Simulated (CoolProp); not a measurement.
Ammonia along the isobar 8.34 MPa: density (kg/m³) from the reference equation and from simpler models built on Tc = 405.6 K, pc = 11.36 MPa, ω = 0.256; each cubic takes its own stable root.

Computed with CoolProp (reference Helmholtz-energy equation of state, Gao 2020).

```
T (K)   phase  reference  van der Waals  Soave-Redlich-Kwong
-----  ------  ---------  -------------  -------------------
262.2  liquid      658.2          348.5                522.6
267.7  liquid      651.1          345.2                517.1
273.2  liquid      644.0          341.8                511.4
278.6  liquid      636.8          338.4                505.7
284.1  liquid      629.4          334.8                499.7
289.6  liquid          …          331.1                    …
295    liquid          …              …                    …
300.5  liquid      606.3          323.5                    …
306    liquid      598.1          319.5                473.3
311.4  liquid      590.0          315.3                466.1
316.9  liquid      581.4          311.0                458.5
322.4  liquid      572.5          306.4                450.6
327.8  liquid      563.5          301.7                442.4
333.3  liquid      554.0          296.7                433.7
338.8  liquid      544.1              …                424.5
344.2  liquid      533.9          285.8                414.9
```

Task: What belongs in the gaps?

Result: 
- 289.6, reference: 621.8
- 289.6, Soave-Redlich-Kwong: 493.4
- 295, reference: 614.2
- 295, van der Waals: 327.4
- 295, Soave-Redlich-Kwong: 487.0
- 300.5, Soave-Redlich-Kwong: 480.3
- 338.8, van der Waals: 291.4
